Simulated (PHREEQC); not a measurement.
KOH is added in steps, without added water, to 1 kg of water holding 93 mmol/kgw NH4Cl, 1.2 mmol/kgw Na2SO4 and 6.1 mmol/kgw KCl, at 25 °C. Oxygen alone is held at its pressure in air (log pO2 = -0.68). No CO2 enters from the air. Solids allowed: Halite, Mirabilite. Others were left out.

Base run: PHREEQC, ion-association model, wateq4f.dat. Each further column changes one thing. The table gives NH4SO4- (mol/kgw).

```tsv
KOH added (mol)	base	Davies equation for every ion	database phreeqc.dat	metal-ligand complexes left out	all activity coefficients set to 1
0	0.000362	0.000362	0.000351	0.000367	0.000635
0.008333	0.000334	0.000334	0.000323	0.000344	0.000591
0.01667	0.000305	0.000305	0.000294	0.000319	0.000545
0.025	0.000275	0.000275	0.000265	0.000292	0.000496
0.03333	0.000245	0.000244	0.000236	0.000264	0.000445
0.04167	0.000213	0.000213	0.000205	0.000234	0.000392
0.05	0.000181	0.000180	0.000174	0.000203	0.000337
0.05833	0.000148	0.000147	0.000142	0.000169	0.000278
0.06667	0.000114	0.000114	0.000109	0.000133	0.000217
0.075	7.94e-5	7.90e-5	7.61e-5	9.44e-5	0.000153
0.08333	4.40e-5	4.38e-5	4.22e-5	5.35e-5	8.53e-5
0.09167	1.09e-5	1.08e-5	1.07e-5	1.36e-5	1.99e-5
0.1	1.65e-6	1.60e-6	1.70e-6	2.08e-6	2.51e-6
```

 phreeqc.dat and wateq4f.dat share most of their constants, so their agreement is no independent check. Solids allowed in the column 'database phreeqc.dat': Halite, Sylvite.
